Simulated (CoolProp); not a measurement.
The numbers come from the reference Helmholtz-energy equation of state, Pan 2012 in CoolProp.

### Question
For R236FA, give the phase and the Z, isothermal compressibility (1/MPa), conductivity (mW/(m K)) at 262 K and 309 kPa.

### Answer
- 262 K and 309 kPa: liquid; Z 0.0146, isothermal compressibility 0.00209, conductivity 84.1

Thermal conductivity comes from a separate model (Huber 2003), an estimate that may be off by 10 % or more.
